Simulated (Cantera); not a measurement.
Charge: 1 mol Si₃N₄, 0.34 mol N₂O, 1.2 mol H₂, equilibrated at 120 Torr.

Equilibrium computed with Cantera from the NASA thermochemical tables; the gas is ideal and each condensed phase is pure. Candidate condensed phases: H₂O, Si, SiO₂, Si₂N₂O, Si₃N₄; 35 gas species. Rates play no part. All values below are at 950 K.

Base state: H₂ 0.726, N₂ 0.274, NH₃ 4.27e-5 (mole fractions); condensed: Si₂N₂O(s) + Si₃N₄(s).

### Question
What changes in the equilibrium state with this change: N₂O from 0.34 to 0.095 mol?

### Answer
| species | before | after |
|---|---|---|
| H₂ | 0.726 | 0.905 |
| N₂ | 0.274 | 0.0955 |
| NH₃ | 4.27e-5 | 3.51e-5 |
| Si₂N₂O(s), mol | 0.340 | 0.0950 |
| Si₃N₄(s), mol | 0.773 | 0.937 |
